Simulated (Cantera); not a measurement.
Charge: 1 mol NF3, 5.4 mol H2, 2.4 mol H2O, equilibrated at 1702 °C and 14.0 bar.

These are equilibrium values from Cantera (NASA tables, ideal gas, pure condensed phases), not measurements of a reactor. Candidate condensed phases: H2O; 40 gas species. Rates play no part.

Base state: H2 0.398, HF 0.306, H2O 0.245, N2 0.0510, H 0.000231, NH3 1.66e-5, OH 1.35e-5, H2F2 1.04e-5 (mole fractions); condensed: gas only.

Task: What changes in the equilibrium state with this change: pressure from 14.0 bar to 0.100 bar?

Result: 
| species | before | after |
|---|---|---|
| H2 | 0.398 | 0.396 |
| HF | 0.306 | 0.306 |
| H2O | 0.245 | 0.244 |
| H | 0.000231 | 0.00272 |
| N2 | 0.0510 | 0.0509 |
| NH3 | 1.66e-5 | 1.18e-7 |
| H2F2 | 1.04e-5 | 7.42e-8 |
| OH | 1.35e-5 | 0.000160 |
